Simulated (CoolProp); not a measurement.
Octamethylcyclotetrasiloxane (D4) along the isobar 101 kPa: fugacity coefficient from the reference equation and from simpler models built on Tc = 586.5 K, pc = 1347 kPa, ω = 0.598; each cubic takes its own stable root.

Computed with CoolProp (reference Helmholtz-energy equation of state, Thol 2015).

| T (K) | phase | reference |
|---|---|---|
| 334.5 | liquid | 0.01382 |
| 351.9 | liquid | 0.03376 |
| 369.4 | liquid | 0.07397 |
| 386.8 | liquid | 0.1466 |
| 404.3 | liquid | 0.2687 |
| 421.7 | liquid | 0.4572 |
| 439.2 | liquid | 0.7339 |
| 456.6 | gas | 0.9332 |
| 474.1 | gas | 0.9419 |
| 491.5 | gas | 0.9491 |
| 509 | gas | 0.9553 |
| 526.4 | gas | 0.9606 |
| 543.9 | gas | 0.9651 |
| 561.4 | gas | 0.9690 |
| 578.8 | gas | 0.9724 |

How far does each simpler model (Redlich-Kwong, Soave-Redlich-Kwong, Peng-Robinson) lie from the reference over these 15 states: mean and median of the absolute difference, and the worst?


- Redlich-Kwong: mean 195.8 %, median 1.7 %, worst +1028.8 % at 334.5 K and 101 kPa
- Soave-Redlich-Kwong: mean 0.9 %, median 0.5 %, worst +5.4 % at 334.5 K and 101 kPa
- Peng-Robinson: mean 3.0 %, median 0.2 %, worst +16.1 % at 334.5 K and 101 kPa

At some of these states Redlich-Kwong gives the other phase, because its saturation line lies elsewhere.
